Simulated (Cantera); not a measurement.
Source: NASA polynomial tables (part measured, part estimated), evaluated in Cantera. Values are per mole of reaction as written; species without (g) are pure solids or liquids, kept so even where they would boil at 1 bar. The tables' values for BOCl are old estimates.

Problem. Between 300 and 1575 K, where is each reaction favourable under standard conditions?
- 2 BN + 3 O(g) + Cl2(g) ⇌ 2 BOCl(g) + N2O(g)
- 3 B2O3(g) + 3 N2O(g) ⇌ 4 O3(g) + 6 BN
- 5 O3(g) + 3 BCl3(g) + 6 BN ⇌ 6 NO(g) + 9 BOCl(g)

Solution. 
- 2 BN + 3 O(g) + Cl2(g) ⇌ 2 BOCl(g) + N2O(g): ΔG° is -784 kJ at 300 K and -713 kJ at 1575 K; it stays negative (K > 1). ΔH° is -818 kJ and ΔS° -67 J/K at 1575 K.
- 3 B2O3(g) + 3 N2O(g) ⇌ 4 O3(g) + 6 BN: ΔG° is 1465 kJ at 300 K and 2057 kJ at 1575 K; it stays positive (K < 1). ΔH° is 1354 kJ and ΔS° -447 J/K at 1575 K.
- 5 O3(g) + 3 BCl3(g) + 6 BN ⇌ 6 NO(g) + 9 BOCl(g): ΔG° is -668 kJ at 300 K and -2256 kJ at 1575 K; it stays negative (K > 1). ΔH° is -344 kJ and ΔS° 1214 J/K at 1575 K.
